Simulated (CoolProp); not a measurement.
Saturated liquid density (kg/m³) of carbonyl sulfide: the reference equation beside estimates from Tc = 105.6 °C, pc = 6.369 MPa, ω = 0.098. Rackett uses Z = 0.29056 − 0.08775 ω.

Values from CoolProp's reference Helmholtz-energy equation of state, Lemmon 2006. It is a short technical equation, of lower accuracy than the large ones.

```csv
T (°C),reference,Rackett,van der Waals,Redlich-Kwong,Soave-Redlich-Kwong,Peng-Robinson
-38.15,1148,1125,738.3,1084,1089,1231
-35.15,1142,1119,734.1,1077,1082,1223
-32.25,1135,1112,730.0,1070,1075,1216
-29.25,1128,1106,725.7,1062,1068,1208
-26.25,1121,1099,721.3,1054,1061,1200
-23.25,1115,1092,716.9,1047,1054,1192
-20.35,1108,1086,712.6,1039,1047,1184
-17.35,1101,1079,708.0,1031,1039,1176
-14.35,1094,1072,703.4,1023,1031,1167
-11.35,1086,1065,698.7,1015,1023,1159
-8.35,1079,1058,694.0,1006,1015,1150
-5.45,1072,1051,689.3,998.0,1007,1141
-2.45,1064,1044,684.4,989.3,999.0,1132
0.55,1057,1036,679.5,980.5,990.5,1122
3.55,1049,1029,674.4,971.5,981.8,1113
```

Absolute difference from the reference over all 15 rows, mean and median: Rackett 2.0 and 2.0 %, van der Waals 35.7 and 35.7 %, Redlich-Kwong 6.4 and 6.4 %, Soave-Redlich-Kwong 5.7 and 5.6 %, Peng-Robinson 6.7 and 6.8 %.
